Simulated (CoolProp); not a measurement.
Vapour-liquid equilibrium of carbon dioxide (1) + n-butane (2) at 244.9 K; x and y are mole fractions of (1).

The numbers come from the multi-fluid Helmholtz-energy mixture model, Span 1996 and Bücker 2006; pair parameters Kunz 2012 in CoolProp.

Problem. Give the bubble pressure and the first vapour's composition at x = 0.35, 0.5, 0.65. Is there an azeotrope?

Solution. x = 0.35: 0.9012 MPa, y = 0.967; x = 0.5: 1.060 MPa, y = 0.973; x = 0.65: 1.166 MPa, y = 0.977. No azeotrope shows between x = 0.05 and 0.95.

The pair parameters rest on a limited set of measurements; away from them the model extrapolates. With so large a gap from Raoult's law the liquid may split in two, which this calculation doesn't test in full.
